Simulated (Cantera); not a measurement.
What does this Cantera script print?

```python
import numpy as np
import cantera as ct

gas_names = """
    CL CLO CL2 H HCL HNO HNO2 HNO3 HOCL HO2 H2 H2O H2O2 N NH NH2 NH3 NH2OH NO NO2 NO3 N2 N2H2 N2H4 N2O O
    OH O2 O3 Si SiCL SiCL2 SiCL3 SiCL4 SiH SiHCL3 SiH2 SiH2CL2 SiH3 SiH3CL SiH4 SiN SiO SiO2 Si2 Si2N
    Si3
""".split()
cond_names = """
    H2O(s) H2O(L) NH4CL(a) NH4CL(b) Si(cr) Si(L) SiO2(Lqz) SiO2(hqz) SiO2(L) Si2N2O(s) Si3N4(a)
""".split()


def load(file, names, dense=False):
    # The tables refer to 1 bar. Condensed volumes are neglected.
    table = {s.name: s for s in ct.Species.list_from_file(file)}
    out = []
    for n in names:
        d = dict(table[n].input_data)
        d["thermo"] = dict(d["thermo"], **{"reference-pressure": 1e5})
        if dense:
            d["equation-of-state"] = {"model": "constant-volume", "density": "1e6 g/cm^3"}
        out.append(ct.Species.from_dict(d))
    return out


gas = ct.Solution(thermo="ideal-gas", species=load("nasa_gas.yaml", gas_names))
cond = {s.name: ct.Solution(thermo="fixed-stoichiometry", species=[s], name=s.name)
        for s in load("nasa_condensed.yaml", cond_names, dense=True)}
atoms = {
    'SiH2Cl2': {'Si': 1, 'H': 2, 'CL': 2},
    'H2O': {'H': 2, 'O': 1},
    'N2': {'N': 2},
    'O3': {'O': 3},
}
top_T = {'Si2N2O(s)': 2100, 'Si3N4(a)': 2400}  # K; cautious upper limits of use, not melting points


def equilibrate(T, P, feed):
    n = {}
    for name, mol in feed.items():
        for a, k in atoms[name].items():
            n[a] = n.get(a, 0.0) + k * mol
    gas.TPX = T, P, n
    mass = sum(n.values()) * gas.mean_molecular_weight
    gas.equilibrate("TP")
    valid = [c for c in cond.values() if c.min_temp <= T <= top_T.get(c.name, c.max_temp)]
    mix = ct.Mixture([(gas, mass / gas.mean_molecular_weight)] + [(c, 0.0) for c in valid])
    mix.T, mix.P = T, P
    mix.equilibrate("TP", solver="vcs", rtol=1e-11, max_steps=5000)
    return mix


results = []
feed = {'SiH2Cl2': 1, 'H2O': 1.4, 'N2': 120, 'O3': 0.16}  # mol
T = 700  # K
P = 1000  # Pa
mix = equilibrate(T, P, feed)
results.append((T, P, feed, dict(zip(mix.species_names, mix.species_moles))))
print(gas.report(threshold=0.0001))
for i in range(1, mix.n_phases):
    print(f"{mix.phase(i).name:16s} {mix.phase_moles(i):12.5e} mol")
```

Output:

```
       temperature   700 K
          pressure   1000 Pa
           density   0.0047861 kg/m^3
  mean mol. weight   27.856 kg/kmol
   phase of matter   gas

                          1 kg             1 kmol
                     ---------------   ---------------
          enthalpy        3.7467e+05        1.0437e+07  J
   internal energy        1.6573e+05        4.6166e+06  J
           entropy            9175.4        2.5559e+05  J/K
    Gibbs function       -6.0481e+06       -1.6848e+08  J
 heat capacity c_p            1101.9             30695  J/K
 heat capacity c_v            803.42             22380  J/K

                      mass frac. Y      mole frac. X     chem. pot. / RT
                     ---------------   ---------------   ---------------
               HCL          0.021219          0.016213           -48.049
                H2        0.00082133          0.011349           -25.782
                N2           0.97796           0.97244           -28.666
     [  +44 minor]         1.092e-07        1.5245e-07

NH4CL(b)          0.00000e+00 mol
Si(cr)            0.00000e+00 mol
SiO2(Lqz)         9.19997e-01 mol
Si2N2O(s)         4.00013e-02 mol
Si3N4(a)          0.00000e+00 mol
```

Equilibrium computed with Cantera from the NASA thermochemical tables; the gas is ideal and each condensed phase is pure. N2 is the only nitrogen source here; it is nearly inert below about 1500 K, so the nitride shown seldom forms there in practice.
